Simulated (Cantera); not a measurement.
An isothermal, constant-pressure homogeneous reactor starts with 41.7 % C2H4, 58.3 % H2, at 1275 K and 0.0133 bar.

Detailed kinetics in Cantera: GRI-Mech 3.0 (53 species, 325 reactions). GRI-Mech 3.0 was tuned for natural gas; its chemistry of ethylene as a main component is partial and can be far from experiment. GRI-Mech 3.0 stops at C3 and has no aromatics, soot or wall deposition, so with more carbon than oxygen in the feed, carbon stays in small species such as C2H2 where larger ones or solid carbon would form. Radical loss at walls, strong at low pressure, is not modelled.

x: mole fraction; the columns are a selection and need not sum to one.

```json
[
 {"t (s)": "4.00e-6", "x C2H4": "0.417", "x H2": "0.583", "x CH4": "<1e-12", "x H": "4.15e-12", "x C2H2": "2.41e-8"},
 {"t (s)": "1.80e-5", "x C2H4": "0.417", "x H2": "0.583", "x CH4": "<1e-12", "x H": "1.63e-11", "x C2H2": "1.08e-7"},
 {"t (s)": "8.07e-5", "x C2H4": "0.417", "x H2": "0.583", "x CH4": "<1e-12", "x H": "6.01e-11", "x C2H2": "4.87e-7"},
 {"t (s)": "0.000362", "x C2H4": "0.417", "x H2": "0.583", "x CH4": "<1e-12", "x H": "2.68e-10", "x C2H2": "2.19e-6"},
 {"t (s)": "0.00163", "x C2H4": "0.417", "x H2": "0.583", "x CH4": "<1e-12", "x H": "___", "x C2H2": "9.83e-6"},
 {"t (s)": "0.00731", "x C2H4": "0.417", "x H2": "0.583", "x CH4": "1.58e-11", "x H": "___", "x C2H2": "4.43e-5"},
 {"t (s)": "0.0328", "x C2H4": "0.416", "x H2": "0.583", "x CH4": "1.10e-9", "x H": "___", "x C2H2": "0.000202"},
 {"t (s)": "0.147", "x C2H4": "0.415", "x H2": "0.584", "x CH4": "9.67e-8", "x H": "___", "x C2H2": "0.000982"},
 {"t (s)": "0.662", "x C2H4": "0.403", "x H2": "0.587", "x CH4": "2.00e-5", "x H": "___", "x C2H2": "0.00930"},
 {"t (s)": "2.97", "x C2H4": "0.277", "x H2": "0.624", "x CH4": "0.000721", "x H": "___", "x C2H2": "0.0986"},
 {"t (s)": "13.4", "x C2H4": "0.0568", "x H2": "0.687", "x CH4": "0.00228", "x H": "___", "x C2H2": "0.254"},
 {"t (s)": "60.0", "x C2H4": "0.0106", "x H2": "0.700", "x CH4": "0.00341", "x H": "___", "x C2H2": "0.286"}
]
```

What belongs in the gaps?


- 0.00163, x H: 1.25e-9
- 0.00731, x H: 5.69e-9
- 0.0328, x H: 2.60e-8
- 0.147, x H: 1.45e-7
- 0.662, x H: 2.42e-6
- 2.97, x H: 5.26e-6
- 13.4, x H: 6.22e-6
- 60.0, x H: 7.49e-6
